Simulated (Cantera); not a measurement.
What does this Cantera script print?

```python
import numpy as np
import cantera as ct

gas = ct.Solution("gri30.yaml", transport_model="mixture-averaged")
show = ['CO2', 'H', 'NH3']

rows = []
print(f"{'T/K':>7s}{'rho':>11s}{'cp':>10s}{'mu':>11s}{'lambda':>11s}{'Pr':>7s}" + "".join(f"{'D_' + s:>11s}" for s in show))
for T in [400, 650, 900, 1150, 1400, 1650, 1900, 2150, 2400]:
    gas.TPX = T, 38, {'C2H2': 0.088, 'C2H6': 0.31}
    Pr = gas.cp_mass * gas.viscosity / gas.thermal_conductivity
    D = [gas.mix_diff_coeffs_mole[gas.species_index(s)] for s in show]
    rows.append([gas.density, gas.cp_mass, gas.viscosity, gas.thermal_conductivity, Pr, *D])
    print(f"{T:7g}{gas.density:11.4e}{gas.cp_mass:10.1f}{gas.viscosity:11.4e}"
          f"{gas.thermal_conductivity:11.4e}{Pr:7.3f}" + "".join(f"{d:11.4e}" for d in D))
print("SI units: kg/m3, J/kg/K, Pa s, W/m/K, m2/s")
```

Output:

```
    T/K        rho        cp         mu     lambda     Pr      D_CO2        D_H      D_NH3
    400 3.3339e-04    2120.0 1.2573e-05 3.5615e-02  0.748 5.0949e-02 3.8384e-01 7.0318e-02
    650 2.0516e-04    2977.5 1.8896e-05 7.4135e-02  0.759 1.2419e-01 9.1356e-01 1.7761e-01
    900 1.4817e-04    3578.1 2.4169e-05 1.1359e-01  0.761 2.2045e-01 1.6032e+00 3.2150e-01
   1150 1.1596e-04    4040.0 2.8790e-05 1.5149e-01  0.768 3.3653e-01 2.4321e+00 4.9642e-01
   1400 9.5254e-05    4367.4 3.2969e-05 1.8725e-01  0.769 4.7044e-01 3.3875e+00 6.9891e-01
   1650 8.0822e-05    4605.7 3.6827e-05 2.2078e-01  0.768 6.2086e-01 4.4605e+00 9.2668e-01
   1900 7.0187e-05    4778.4 4.0445e-05 2.5214e-01  0.766 7.8682e-01 5.6444e+00 1.1781e+00
   2150 6.2026e-05    4904.7 4.3875e-05 2.8145e-01  0.765 9.6760e-01 6.9342e+00 1.4521e+00
   2400 5.5565e-05    4999.6 4.7157e-05 3.0883e-01  0.763 1.1627e+00 8.3257e+00 1.7478e+00
SI units: kg/m3, J/kg/K, Pa s, W/m/K, m2/s
```

Detailed kinetics in Cantera: GRI-Mech 3.0 (53 species, 325 reactions). The composition is frozen, though it would react at the higher temperatures.
